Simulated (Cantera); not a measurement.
**Stirred combustor or abatement burner**

A perfectly stirred reactor is fed with 6.28 % C3H8, 19.6 % O2, 74.1 % N2, equivalence ratio 1.6, at 1000000 Pa; it is adiabatic with a 550 K inlet, and is followed from long to short residence time, starting on the burning branch (τ in s: 0.24, 0.066, 0.018, 0.0049, 0.0013, 0.00036, 9.9e-05, 2.7e-05, 7.3e-06).

Computed with Cantera and GRI-Mech 3.0 (53 species, 325 reactions). GRI-Mech 3.0 was tuned for natural gas; its chemistry of propane as a main component is partial and can be far from experiment.

```csv
τ (s),T (K),x C3H8,x O2,x CH4,x CO,x C2H6
0.24,2078,6.76e-8,1.52e-5,0.000214,0.119,1.21e-8
0.066,2080,2.40e-7,5.24e-5,0.000606,0.117,8.73e-8
0.018,2085,8.41e-7,0.000176,0.00138,0.114,5.06e-7
0.0049,2089,2.89e-6,0.000552,0.00243,0.107,2.12e-6
0.0013,2084,1.01e-5,0.00162,0.00349,0.101,7.32e-6
0.00036,2058,3.53e-5,0.00431,0.00443,0.0967,2.28e-5
9.9e-5,1969,0.000159,0.0125,0.00608,0.0957,9.43e-5
2.7e-5,550,0.0628,0.196,<1e-12,<1e-12,<1e-12
7.3e-6,550,0.0628,0.196,<1e-12,<1e-12,<1e-12
```
x: mole fraction; the columns are a selection and need not sum to one.
